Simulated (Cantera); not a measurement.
What does this Cantera script print?

```python
import numpy as np
import cantera as ct

gas_names = """
    F FO FO2 F2 F2O H HF HOF HO2 H2 H2F2 H2O H2O2 H3F3 H4F4 H5F5 H6F6 H7F7 O OH O2 O3
""".split()
cond_names = """
    H2O(s) H2O(L)
""".split()


# ... load() reads the species with a 1 bar reference pressure and builds the phases ...
atoms = {
    'HF': {'H': 1, 'F': 1},
    'H2O': {'H': 2, 'O': 1},
    'O2': {'O': 2},
}
top_T = {}  # K; cautious upper limits of use, not melting points


# ... equilibrate(T, P, feed) seeds the gas with the atoms and calls Mixture.equilibrate('TP', solver="vcs", rtol=1e-11, max_steps=5000) ...
results = []
feed = {'HF': 1, 'H2O': 0.036, 'O2': 3.7}  # mol
P = 101325  # Pa
for T in [2323, 2373, 2423, 2473, 2523, 2573, 2623, 2673, 2723, 2773]:
    mix = equilibrate(T, P, feed)
    results.append((T, P, feed, dict(zip(mix.species_names, mix.species_moles))))
    x = sorted(zip(gas.X, gas.species_names), reverse=True)
    print(f"T = {T:g} K  P = {P:g} Pa  gas = {mix.phase_moles(0):.4g} mol")
    print("   x: " + "  ".join(f"{s} {v:.3e}" for v, s in x if v > 0.0001))
    print("   condensed (mol): " + ("  ".join(f"{mix.phase(i).name} {mix.phase_moles(i):.4g}"
          for i in range(1, mix.n_phases) if mix.phase_moles(i) > 1e-12) or "none"))
```

It prints:

```
T = 2323 K  P = 101325 Pa  gas = 4.752 mol
   x: O2 7.753e-01  HF 2.097e-01  H2O 6.478e-03  O 4.960e-03  OH 2.804e-03  F 6.948e-04
   condensed (mol): none
T = 2373 K  P = 101325 Pa  gas = 4.757 mol
   x: O2 7.735e-01  HF 2.093e-01  O 6.549e-03  H2O 6.313e-03  OH 3.303e-03  F 9.096e-04
   condensed (mol): none
T = 2423 K  P = 101325 Pa  gas = 4.763 mol
   x: O2 7.714e-01  HF 2.088e-01  O 8.548e-03  H2O 6.141e-03  OH 3.858e-03  F 1.179e-03
   condensed (mol): none
T = 2473 K  P = 101325 Pa  gas = 4.77 mol
   x: O2 7.687e-01  HF 2.081e-01  O 1.103e-02  H2O 5.963e-03  OH 4.471e-03  F 1.512e-03  H 1.314e-04
   condensed (mol): none
T = 2523 K  P = 101325 Pa  gas = 4.779 mol
   x: O2 7.655e-01  HF 2.073e-01  O 1.409e-02  H2O 5.783e-03  OH 5.144e-03  F 1.922e-03  H 1.823e-04
   condensed (mol): none
T = 2573 K  P = 101325 Pa  gas = 4.79 mol
   x: O2 7.616e-01  HF 2.064e-01  O 1.782e-02  OH 5.877e-03  H2O 5.604e-03  F 2.420e-03  H 2.496e-04
   condensed (mol): none
T = 2623 K  P = 101325 Pa  gas = 4.803 mol
   x: O2 7.569e-01  HF 2.052e-01  O 2.232e-02  OH 6.674e-03  H2O 5.429e-03  F 3.018e-03  H 3.375e-04
   condensed (mol): none
T = 2673 K  P = 101325 Pa  gas = 4.818 mol
   x: O2 7.514e-01  HF 2.038e-01  O 2.771e-02  OH 7.535e-03  H2O 5.260e-03  F 3.730e-03  H 4.512e-04
   condensed (mol): none
T = 2723 K  P = 101325 Pa  gas = 4.837 mol
   x: O2 7.449e-01  HF 2.022e-01  O 3.410e-02  OH 8.463e-03  H2O 5.097e-03  F 4.567e-03  H 5.969e-04
   condensed (mol): none
T = 2773 K  P = 101325 Pa  gas = 4.858 mol
   x: O2 7.372e-01  HF 2.003e-01  O 4.161e-02  OH 9.457e-03  F 5.542e-03  H2O 4.943e-03  H 7.820e-04  H2 1.121e-04
   condensed (mol): none
```

Equilibrium computed with Cantera from the NASA thermochemical tables; the gas is ideal and each condensed phase is pure.
